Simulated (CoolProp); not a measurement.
Vapour-liquid equilibrium of R125 (1) + R236EA (2) at 7.09 bar; x and y are mole fractions of (1).

Values from CoolProp's multi-fluid Helmholtz-energy mixture model, Lemmon 2005 and Rui 2013; pair parameters Bell 2016.

**Question.** Give the bubble temperature and the first vapour's composition at x = 0.35, 0.65, 0.95. Is there an azeotrope?

**Answer.** x = 0.35: 305.2 K, y = 0.717; x = 0.65: 288.2 K, y = 0.906; x = 0.95: 276.6 K, y = 0.990. No azeotrope shows between x = 0.05 and 0.95.

The pair parameters rest on a limited set of measurements; away from them the model extrapolates.
